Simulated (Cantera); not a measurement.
A freely propagating, adiabatic, planar premixed flame of 5.67 % CH4, 0.210 % C2H6, 1.48 % C3H8, 19.5 % O2, 73.2 % N2, equivalence ratio 1.00, unburnt at 698 K and 100.0 Torr; mixture-averaged transport, grid criteria slope 0.08 and curve 0.16, no radiation.

Computed with Cantera and GRI-Mech 3.0 (53 species, 325 reactions). GRI-Mech 3.0 was tuned for natural gas; its chemistry of propane as a main component is partial and can be far from experiment. Burning velocities carry a grid error of a few per cent, more on coarse grids.

Q: Predict: laminar burning velocity; thermal thickness; peak x(CH2CO); peak x(C2H); peak x(O).

A: 
```json
{
  "laminar_burning_velocity": "252 cm/s",
  "thermal_thickness": "1.74 mm",
  "peak x(CH2CO)": "0.000680",
  "peak x(C2H)": "2.40e-6",
  "peak x(O)": "0.00890"
}
```
